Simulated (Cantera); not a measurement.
Feed: 1 mol CsCl, 3.3 mol H₂O, 440 mol N₂, 0.62 mol H₂, at 1927 °C.

Equilibrium computed with Cantera from the NASA thermochemical tables; the gas is ideal and each condensed phase is pure. Candidate condensed phases: Cs, CsCl, CsOH, H₂O, NH₄Cl; 37 gas species. Kinetics and transport are ignored.

**Question.** At 1000 Pa, list the 5 most abundant gas species with their mole fractions, and the condensed phases.

**Answer.** N₂ 0.985, H₂O 0.00446, H 0.00273, H₂ 0.00235, CsCl 0.00140. Condensed: gas only.
